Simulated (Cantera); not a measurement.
## Thermodynamics of hydrogen reduction and annealing atmospheres, feed FeS + H₂ + N₂

Feed: 1 mol FeS, 48 mol H₂, 53 mol N₂, at 10.0 mbar.

Method: chemical equilibrium by Gibbs-energy minimisation in Cantera with the NASA 1993 tables (ideal gas, pure condensed phases). Candidate condensed phases: Fe, FeS, FeS₂, S; 16 gas species. Metal and sulfide melt together well below either melting point, which pure phases cannot show. Mutual solubility and eutectic melting of coexisting phases are not modelled. FeS: taken at fixed stoichiometry. Kinetics and transport are ignored.

```tsv
T (°C)	log p N₂	log p H₂	log p H	log p Fe	n Fe(γ)	n FeS(s)	n Fe(δ)
1027	-2.28	-2.33	-7.12	-8.96	0.350	0.650	0
1127	-2.28	-2.33	-6.48	-7.81	0.599	0.400	0
1227	-2.28	-2.33	-5.92	-6.82	0.998	0	0
1327	-2.28	-2.33	-5.43	-5.96	0.989	0	0
1427	-2.28	-2.33	-5.00	-5.20	0	0	0.936
1527	-2.28	-2.33	-4.61	-4.53	0	0	0.700
1627	-2.29	-2.34	-4.27	-4.01	0	0	0
1727	-2.29	-2.34	-3.96	-4.01	0	0	0
1827	-2.29	-2.35	-3.68	-4.02	0	0	0
```
log p: log10 of the partial pressure in bar; n: condensed amount in mol.

From 1027 °C to 1127 °C the condensed part is Fe(γ) + FeS(s). From 1227 °C to 1327 °C the condensed part is Fe(γ). From 1427 °C to 1527 °C the condensed part is Fe(δ). From 1627 °C to 1827 °C nothing is condensed. The main Fe-bearing gas is Fe throughout.
